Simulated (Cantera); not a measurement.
A closed system holds: 1 mol SiH2Cl2, 0.64 mol O2, 3.8 mol H2, held at 35.0 Pa.

Method: chemical equilibrium by Gibbs-energy minimisation in Cantera with the NASA 1993 tables (ideal gas, pure condensed phases). Candidate condensed phases: H2O, Si, SiO2; 30 gas species. The tables' values for SiCl3 are old estimates; treat these amounts as uncertain. The tables hold silica as quartz up to 1696 K and as liquid above; real silica turns to tridymite and cristobalite and melts near 1996 K. Kinetics and transport are ignored.

log p: log10 of the partial pressure in bar; n: condensed amount in mol.

```csv
T (°C),log p H2,log p HCl,log p SiO,log p SiCl2,log p SiCl4,log p H2O,n SiO2(β-quartz),n SiO2(condensed)
875,-3.58,-4.19,-7.16,-4.88,-5.24,-11.01,0.639,0
925,-3.59,-4.15,-6.51,-4.77,-5.61,-10.62,0.637,0
975,-3.60,-4.12,-5.93,-4.73,-6.03,-10.26,0.630,0
1025,-3.61,-4.10,-5.42,-4.74,-6.46,-9.90,0.608,0
1075,-3.62,-4.07,-5.00,-4.82,-6.90,-9.52,0.554,0
1125,-3.65,-4.03,-4.68,-5.01,-7.39,-9.10,0.458,0
1175,-3.67,-3.99,[?],[?],[?],[?],[?],0
1225,-3.69,-3.98,-4.43,-6.02,-8.98,-8.04,0.298,0
1275,-3.69,-3.97,-4.42,[?],[?],[?],0.283,0
1325,-3.69,-3.97,-4.41,-7.42,-11.00,-6.89,0.278,0
1375,-3.69,-3.97,-4.41,-8.07,-11.94,-6.36,0.272,0
1425,-3.70,-3.98,-4.40,-8.68,-12.82,-5.87,0,0.255
1475,-3.71,-3.98,-4.38,-9.21,-13.61,-5.44,0,0.211
```

Problem. Fill in the missing entries.

Solution. 
- 1175, log p SiO: -4.50
- 1175, log p SiCl2: -5.41
- 1175, log p SiCl4: -8.06
- 1175, log p H2O: -8.61
- 1175, n SiO2(β-quartz): 0.353
- 1275, log p SiCl2: -6.73
- 1275, log p SiCl4: -10.00
- 1275, log p H2O: -7.46
